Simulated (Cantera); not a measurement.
A freely propagating, adiabatic, planar premixed flame of 7.03 % CH4, 16.4 % O2, 76.6 % N2, unburnt at 575 K and 4.20 bar; mixture-averaged transport, grid criteria slope 0.08 and curve 0.16, no radiation.

Cantera simulation using GRI-Mech 3.0 (53 species, 325 reactions); the numbers are that mechanism's predictions, not measurements. Burning velocities carry a grid error of a few per cent, more on coarse grids.

x: mole fraction of selected species; z is measured from the peak of heat release.

| z (mm) | T (K) | u (m/s) | x CH4 | x O2 | x CH3 | x O | x CO | x CH2CO |
|---|---|---|---|---|---|---|---|---|
| -0.549 | 577 | 0.376 | 0.0701 | 0.164 | 1.66e-8 | <1e-8 | 2.25e-5 | 1.40e-8 |
| -0.366 | 583 | 0.381 | 0.0696 | 0.163 | [?] | <1e-8 | [?] | [?] |
| -0.274 | 603 | 0.394 | 0.0682 | 0.161 | 3.40e-7 | <1e-8 | 0.000459 | 6.02e-7 |
| -0.183 | 697 | 0.457 | 0.0625 | 0.154 | 2.64e-6 | <1e-8 | 0.00222 | 5.08e-6 |
| -0.0914 | 1057 | 0.698 | 0.0414 | 0.122 | 8.85e-5 | 1.22e-6 | 0.0103 | 4.28e-5 |
| -0.0457 | 1395 | 0.925 | 0.0216 | 0.0891 | 0.000543 | 2.58e-5 | 0.0188 | 0.000100 |
| 0 | 1732 | 1.15 | 0.00377 | 0.0523 | 0.000655 | 0.000382 | 0.0248 | 8.36e-5 |
| 0.0457 | 1874 | 1.24 | 0.000108 | 0.0351 | 3.23e-5 | 0.00125 | 0.0175 | 5.28e-6 |
| 0.0914 | 1935 | 1.27 | 1.76e-6 | 0.0301 | 6.20e-7 | 0.00123 | 0.0109 | 1.12e-7 |
| 0.183 | 1999 | 1.31 | <1e-8 | 0.0268 | <1e-8 | 0.000793 | 0.00571 | <1e-8 |
| 0.366 | 2046 | 1.34 | <1e-8 | 0.0248 | <1e-8 | 0.000374 | 0.00271 | <1e-8 |
| 0.732 | 2070 | 1.35 | <1e-8 | 0.0239 | <1e-8 | [?] | [?] | <1e-8 |
| 1.46 | 2078 | 1.36 | <1e-8 | 0.0236 | <1e-8 | 9.96e-5 | 0.000636 | <1e-8 |

**Question.** Fill in the missing entries.

**Answer.** 
- -0.366, x CH3: 9.05e-8
- -0.366, x CO: 0.000127
- -0.366, x CH2CO: 1.15e-7
- 0.732, x O: 0.000163
- 0.732, x CO: 0.00118
